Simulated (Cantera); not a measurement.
## Adiabatic ignition

An adiabatic, constant-volume homogeneous reactor starts with CH4 : O2 : N2 = 1 : 2.78 : 10.4 (molar parts), at 1350 K and 2.66 atm.

Computed with Cantera and GRI-Mech 3.0 (53 species, 325 reactions).

```json
[
 {"t (s)": "2.00e-6", "T (K)": "1350", "P (bar)": "2.70", "x CH4": "0.0705", "x O2": "0.196", "x NO": "<1e-12", "x C2H6": "<1e-12", "x CH3": "4.93e-8", "x CO2": "<1e-12", "x H2O2": "1.80e-10"},
 {"t (s)": "5.70e-6", "T (K)": "1350", "P (bar)": "2.70", "x CH4": "0.0705", "x O2": "0.196", "x NO": "<1e-12", "x C2H6": "4.61e-12", "x CH3": "1.45e-7", "x CO2": "<1e-12", "x H2O2": "1.32e-9"},
 {"t (s)": "1.62e-5", "T (K)": "1350", "P (bar)": "2.70", "x CH4": "0.0705", "x O2": "0.196", "x NO": "<1e-12", "x C2H6": "1.19e-10", "x CH3": "4.45e-7", "x CO2": "<1e-12", "x H2O2": "8.17e-9"},
 {"t (s)": "4.62e-5", "T (K)": "1350", "P (bar)": "2.70", "x CH4": "0.0705", "x O2": "0.196", "x NO": "<1e-12", "x C2H6": "3.77e-9", "x CH3": "1.56e-6", "x CO2": "1.53e-11", "x H2O2": "3.63e-8"},
 {"t (s)": "0.000132", "T (K)": "1350", "P (bar)": "2.70", "x CH4": "0.0705", "x O2": "0.196", "x NO": "<1e-12", "x C2H6": "1.94e-7", "x CH3": "7.16e-6", "x CO2": "7.60e-10", "x H2O2": "1.01e-7"},
 {"t (s)": "0.000375", "T (K)": "1350", "P (bar)": "2.70", "x CH4": "0.0704", "x O2": "0.196", "x NO": "<1e-12", "x C2H6": "1.18e-5", "x CH3": "2.98e-5", "x CO2": "4.49e-8", "x H2O2": "1.59e-7"},
 {"t (s)": "0.00107", "T (K)": "1355", "P (bar)": "2.71", "x CH4": "0.0697", "x O2": "0.196", "x NO": "<1e-12", "x C2H6": "0.000164", "x CH3": "5.74e-5", "x CO2": "9.14e-7", "x H2O2": "6.25e-7"},
 {"t (s)": "0.00304", "T (K)": "2790", "P (bar)": "5.68", "x CH4": "<1e-12", "x O2": "0.0509", "x NO": "0.0137", "x C2H6": "<1e-12", "x CH3": "<1e-12", "x CO2": "0.0544", "x H2O2": "8.24e-7"},
 {"t (s)": "0.00866", "T (K)": "2785", "P (bar)": "5.67", "x CH4": "<1e-12", "x O2": "0.0495", "x NO": "0.0167", "x C2H6": "<1e-12", "x CH3": "<1e-12", "x CO2": "0.0545", "x H2O2": "8.07e-7"},
 {"t (s)": "0.0247", "T (K)": "2785", "P (bar)": "5.67", "x CH4": "<1e-12", "x O2": "0.0495", "x NO": "0.0167", "x C2H6": "<1e-12", "x CH3": "<1e-12", "x CO2": "0.0545", "x H2O2": "8.07e-7"},
 {"t (s)": "0.0702", "T (K)": "2785", "P (bar)": "5.67", "x CH4": "<1e-12", "x O2": "0.0495", "x NO": "0.0167", "x C2H6": "<1e-12", "x CH3": "<1e-12", "x CO2": "0.0545", "x H2O2": "8.07e-7"},
 {"t (s)": "0.200", "T (K)": "2785", "P (bar)": "5.67", "x CH4": "<1e-12", "x O2": "0.0495", "x NO": "0.0167", "x C2H6": "<1e-12", "x CH3": "<1e-12", "x CO2": "0.0545", "x H2O2": "8.07e-7"}
]
```
x: mole fraction; the columns are a selection and need not sum to one.

The time of steepest temperature rise is 2.27 ms, the temperature at 0.200 s is 2785 K and the equilibrium temperature is 2785 K. The x(CH4) at 0.200 s is <1e-12 (gas-phase equilibrium <1e-12) and the x(O2) at 0.200 s is 0.0495 (gas-phase equilibrium 0.0495). The x(NO) at 0.200 s is 0.0167 (gas-phase equilibrium 0.0167).
